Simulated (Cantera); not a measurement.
Cantera run, input and output.

```python
import numpy as np
import cantera as ct

gas = ct.Solution("gri30.yaml")


def delay(T, t_max=10):
    gas.TPX = T, 320000, {'CO': 1, 'H2': 0.12, 'CH4': 0.87, 'O2': 5.23, 'N2': 19.7, 'H2O': 0.56}
    reactor = ct.IdealGasReactor(gas, clone=False)
    net = ct.ReactorNet([reactor])
    net.rtol, net.atol = 1e-8, 1e-16
    while net.time < t_max:
        t_old, T_old = net.time, reactor.T
        net.step()
        if reactor.T > T + 400:  # ignition: a rise of 400 K
            return t_old + (T + 400 - T_old) / (reactor.T - T_old) * (net.time - t_old)
    return np.nan


taus = []
for T in [1200, 1250, 1300, 1350, 1400, 1450]:
    taus.append(delay(T))
    print(f"T0 = {T:6g} K   tau = {taus[-1]:.4e} s")
```

Result:

```
T0 =   1200 K   tau = 2.5149e-03 s
T0 =   1250 K   tau = 1.5306e-03 s
T0 =   1300 K   tau = 9.4489e-04 s
T0 =   1350 K   tau = 5.9421e-04 s
T0 =   1400 K   tau = 3.8251e-04 s
T0 =   1450 K   tau = 2.5284e-04 s
```

Cantera simulation using GRI-Mech 3.0 (53 species, 325 reactions); the numbers are that mechanism's predictions, not measurements.
